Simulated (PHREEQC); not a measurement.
1.1 g of hydrous ferric oxide (600 m²/g; 0.2 weak and 0.005 strong sites per Fe, Dzombak-Morel constants, diffuse double layer) in 1 kg of water with 0.05 mol/kgw of an inert sodium salt and 0.027 mmol/kgw MgCl2, at 25 °C; the pH is set by adding NaOH or the inert anion's acid. Oxygen is held at 0.21 atm. The system is closed to CO2. Precipitation was switched off in this run.

All values are PHREEQC results (ion-association model, wateq4f.dat), not measurements.

Question: Predict surface charge σ (C/m²), surface potential ψ (mV) at pH = 3.5, 5, 6.5, 7, 7.5.

Answer: 
```csv
pH,surface charge σ (C/m²),surface potential ψ (mV)
3.5,0.336,166
5,0.181,135
6.5,0.058,78
7,0.034,56
7.5,0.017,31
```

The oxide is taken as insoluble; below pH 4 it would dissolve.
